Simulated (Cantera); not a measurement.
A freely propagating, adiabatic, planar premixed flame of H₂ : O₂ : N₂ = 1 : 0.943 : 3.55 (molar parts), equivalence ratio 0.53, unburnt at 448 K and 0.410 bar; mixture-averaged transport, grid criteria slope 0.08 and curve 0.16, no radiation.

Detailed kinetics in Cantera: the H2/O2 subset of GRI-Mech 3.0, which has no nitrogen chemistry. Burning velocities carry a grid error of a few per cent, more on coarse grids. Lean hydrogen flames are cellular in practice and burn faster than this planar one.

Question: Predict: laminar burning velocity; thermal thickness; peak x(H); peak x(O); peak x(OH).

Answer: 
- laminar burning velocity: 183 cm/s
- thermal thickness: 1.19 mm
- peak x(H): 0.0157
- peak x(O): 0.00908
- peak x(OH): 0.00762
